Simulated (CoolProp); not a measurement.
Vapour-liquid equilibrium of acetone (1) + methanol (2) at 0.00656 MPa; x and y are mole fractions of (1).

Model: multi-fluid Helmholtz-energy mixture model, Lemmon 2006 and de Reuck 1993; pair parameters Bell 2016, in CoolProp.

| x | bubble temperature (°C) | y at the bubble point | dew temperature at overall composition x (°C) | liquid density (mol/L) |
|---|---|---|---|---|
| 0.05 | 5.1 | 0.189 | 7.2 | ___ |
| 0.2 | 0.3 | 0.472 | 5.0 | 21.94 |
| 0.35 | -2.2 | 0.603 | ___ | ___ |
| 0.5 | -3.8 | 0.692 | ___ | ___ |
| 0.65 | -4.9 | 0.769 | -3.0 | 16.82 |
| 0.8 | -5.8 | ___ | -5.3 | 15.55 |
| 0.95 | -6.3 | ___ | -6.3 | 14.44 |

Question: What belongs in the gaps?

Answer: 
- 0.05, liquid density (mol/L): 24.21
- 0.35, dew temperature at overall composition x (°C): 2.5
- 0.35, liquid density (mol/L): 19.97
- 0.5, dew temperature at overall composition x (°C): -0.2
- 0.5, liquid density (mol/L): 18.28
- 0.8, y at the bubble point: 0.853
- 0.95, y at the bubble point: 0.956

No azeotrope shows between x = 0.05 and 0.95.

The pair parameters rest on a limited set of measurements; away from them the model extrapolates.
